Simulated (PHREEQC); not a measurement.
A solution holds 180 mmol/kgw HF, 8 mmol/kgw KF and 1.4 mmol/kgw H4SiO4, at 75 °C. Closed to the air; pH follows from the charge balance.

Model: ion-association model, phreeqc.dat, run in PHREEQC.

No solid was allowed to form.

Question: Predict the pH.

Answer: pH 2.19.

Question: In which forms is F present?

Answer: HF 86 %, HF2- 5.5 %, SiF6-2 4.5 %, F- 3.9 % of the F.

Away from 25 °C the constants follow the database's enthalpies or fits; those with neither stay at their 25 °C values. SiF6-2 is the database's only silicon fluoride.
